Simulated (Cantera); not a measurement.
Charge: 1 mol PbO, 45 mol H₂, held at 42.8 Torr.

These are equilibrium values from Cantera (NASA tables, ideal gas, pure condensed phases), not measurements of a reactor. Candidate condensed phases: H₂O, Pb, PbO, PbO₂, Pb₃O₄; 12 gas species. The numbers say what is thermodynamically allowed, not how fast it happens.

x: gas mole fraction; n: condensed amount in mol.

```json
[
 {"T (°C)": "325", "x H₂": "0.978", "x H₂O": "0.0222", "x Pb": "7.95e-11", "x H": "<1e-12", "x Pb₂": "<1e-12", "x PbO": "<1e-12", "n Pb(s)": "1.00", "n Pb(l)": "0"},
 {"T (°C)": "375", "x H₂": "0.978", "x H₂O": "0.0222", "x Pb": "1.47e-9", "x H": "<1e-12", "x Pb₂": "<1e-12", "x PbO": "<1e-12", "n Pb(s)": "0", "n Pb(l)": "1.00"},
 {"T (°C)": "425", "x H₂": "0.978", "x H₂O": "0.0222", "x Pb": "1.78e-8", "x H": "<1e-12", "x Pb₂": "<1e-12", "x PbO": "<1e-12", "n Pb(s)": "0", "n Pb(l)": "1.000"},
 {"T (°C)": "475", "x H₂": "0.978", "x H₂O": "0.0222", "x Pb": "1.54e-7", "x H": "1.19e-12", "x Pb₂": "<1e-12", "x PbO": "<1e-12", "n Pb(s)": "0", "n Pb(l)": "1.000"},
 {"T (°C)": "525", "x H₂": "0.978", "x H₂O": "0.0222", "x Pb": "1.00e-6", "x H": "1.10e-11", "x Pb₂": "<1e-12", "x PbO": "<1e-12", "n Pb(s)": "0", "n Pb(l)": "1.000"},
 {"T (°C)": "575", "x H₂": "0.978", "x H₂O": "0.0222", "x Pb": "(withheld)", "x H": "(withheld)", "x Pb₂": "(withheld)", "x PbO": "<1e-12", "n Pb(s)": "0", "n Pb(l)": "1.000"},
 {"T (°C)": "625", "x H₂": "0.978", "x H₂O": "0.0222", "x Pb": "2.27e-5", "x H": "4.53e-10", "x Pb₂": "1.30e-11", "x PbO": "<1e-12", "n Pb(s)": "0", "n Pb(l)": "0.999"},
 {"T (°C)": "675", "x H₂": "0.978", "x H₂O": "0.0222", "x Pb": "8.40e-5", "x H": "2.17e-9", "x Pb₂": "1.16e-10", "x PbO": "2.37e-12", "n Pb(s)": "0", "n Pb(l)": "0.996"},
 {"T (°C)": "725", "x H₂": "0.978", "x H₂O": "0.0222", "x Pb": "(withheld)", "x H": "(withheld)", "x Pb₂": "(withheld)", "x PbO": "(withheld)", "n Pb(s)": "0", "n Pb(l)": "0.988"},
 {"T (°C)": "775", "x H₂": "0.977", "x H₂O": "0.0222", "x Pb": "0.000784", "x H": "3.20e-8", "x Pb₂": "4.89e-9", "x PbO": "9.68e-11", "n Pb(s)": "0", "n Pb(l)": "0.965"},
 {"T (°C)": "825", "x H₂": "0.976", "x H₂O": "0.0222", "x Pb": "0.00205", "x H": "1.02e-7", "x Pb₂": "2.44e-8", "x PbO": "4.79e-10", "n Pb(s)": "0", "n Pb(l)": "0.908"},
 {"T (°C)": "875", "x H₂": "0.973", "x H₂O": "0.0221", "x Pb": "0.00492", "x H": "2.96e-7", "x Pb₂": "1.05e-7", "x PbO": "2.06e-9", "n Pb(s)": "0", "n Pb(l)": "0.778"},
 {"T (°C)": "925", "x H₂": "0.967", "x H₂O": "0.0220", "x Pb": "0.0109", "x H": "7.83e-7", "x Pb₂": "4.00e-7", "x PbO": "7.86e-9", "n Pb(s)": "0", "n Pb(l)": "0.502"},
 {"T (°C)": "975", "x H₂": "0.957", "x H₂O": "0.0217", "x Pb": "0.0217", "x H": "1.91e-6", "x Pb₂": "1.24e-6", "x PbO": "2.56e-8", "n Pb(s)": "0", "n Pb(l)": "0"}
]
```

What belongs in the gaps?


- 575, x Pb: 5.25e-6
- 575, x H: 7.88e-11
- 575, x Pb₂: 1.11e-12
- 725, x Pb: 0.000272
- 725, x H: 8.91e-9
- 725, x Pb₂: 8.31e-10
- 725, x PbO: 1.66e-11
